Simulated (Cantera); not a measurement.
Equilibrium for abatement and gas-phase synthesis: H₂S + SO₂ + O₂

Feed: 1 mol H₂S, 0.23 mol SO₂, 7.1 mol O₂, at 0.0100 bar.

Method: chemical equilibrium by Gibbs-energy minimisation in Cantera with the NASA 1993 tables (ideal gas, pure condensed phases). Candidate condensed phases: H₂O, H₂SO₄, S; 19 gas species. Kinetics and transport are ignored.

```json
[
 {"T (°C)": "600", "x O₂": "0.705", "x SO₂": "0.0885", "x H₂O": "0.132", "x SO₃": "0.0744", "x OH": "3.30e-8", "x O": "1.59e-11", "x H₂": "1.82e-12"},
 {"T (°C)": "700", "x O₂": "0.711", "x SO₂": "0.132", "x H₂O": "0.129", "x SO₃": "0.0278", "x OH": "3.26e-7", "x O": "5.71e-10", "x H₂": "5.87e-11"},
 {"T (°C)": "800", "x O₂": "0.714", "x SO₂": "0.148", "x H₂O": "0.128", "x SO₃": "0.0102", "x OH": "2.11e-6", "x O": "1.05e-8", "x H₂": "1.01e-9"},
 {"T (°C)": "900", "x O₂": "0.715", "x SO₂": "0.153", "x H₂O": "0.128", "x SO₃": "0.00416", "x OH": "9.99e-6", "x O": "1.18e-7", "x H₂": "1.08e-8"},
 {"T (°C)": "1000", "x O₂": "0.715", "x SO₂": "0.155", "x H₂O": "0.128", "x SO₃": "0.00194", "x OH": "3.70e-5", "x O": "9.09e-7", "x H₂": "8.04e-8"},
 {"T (°C)": "1100", "x O₂": "0.715", "x SO₂": "0.156", "x H₂O": "0.128", "x SO₃": "0.00100", "x OH": "0.000114", "x O": "5.21e-6", "x H₂": "4.47e-7"},
 {"T (°C)": "1200", "x O₂": "0.715", "x SO₂": "0.157", "x H₂O": "0.128", "x SO₃": "0.000569", "x OH": "0.000299", "x O": "2.36e-5", "x H₂": "1.98e-6"},
 {"T (°C)": "1300", "x O₂": "0.715", "x SO₂": "0.157", "x H₂O": "0.127", "x SO₃": "0.000347", "x OH": "0.000695", "x O": "8.83e-5", "x H₂": "7.23e-6"},
 {"T (°C)": "1400", "x O₂": "0.714", "x SO₂": "0.157", "x H₂O": "0.127", "x SO₃": "0.000225", "x OH": "0.00146", "x O": "0.000282", "x H₂": "2.27e-5"}
]
```
x: gas mole fraction; nothing condenses.

From 600 °C to 1400 °C nothing is condensed.
